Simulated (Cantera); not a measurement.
Feed: 1 mol SiH₂Cl₂, 0.77 mol O₂, 190 mol N₂, at 1225 °C and 0.220 bar.

These are equilibrium values from Cantera (NASA tables, ideal gas, pure condensed phases), not measurements of a reactor. Candidate condensed phases: H₂O, NH₄Cl, Si, SiO₂, Si₂N₂O, Si₃N₄; 47 gas species. N₂ is the only nitrogen source here; it is nearly inert below about 1500 K, so the nitride shown seldom forms there in practice. Mutual solubility and eutectic melting of coexisting phases are not modelled. The tables' values for SiCl₃ are old estimates; treat these amounts as uncertain. The tables hold silica as quartz up to 1696 K and as liquid above; real silica turns to tridymite and cristobalite and melts near 1996 K. Rates play no part.

Base state: N₂ 0.990, HCl 0.00986, H₂ 0.000284, SiCl₄ 8.27e-5, SiCl₂ 5.40e-5, SiCl₃ 3.74e-5, Cl 1.73e-5, SiO 1.59e-5 (mole fractions); condensed: SiO₂(β-quartz) + Si₂N₂O(s).

Q: What changes in the equilibrium state with this change: N₂ from 190 to 1.8 mol?

A: 
| species | before | after |
|---|---|---|
| N₂ | 0.990 | 0.471 |
| HCl | 0.00986 | 0.455 |
| H₂ | 0.000284 | 0.0482 |
| SiCl₄ | 8.27e-5 | 0.0214 |
| SiHCl₃ | 2.45e-7 | 0.000233 |
| H₂O | 1.31e-7 | 1.74e-5 |
| SiCl₃ | 3.74e-5 | 0.00273 |
| SiO₂(β-quartz), mol | 0.703 | 0.724 |
| Si₂N₂O(s), mol | 0.130 | 0.0918 |
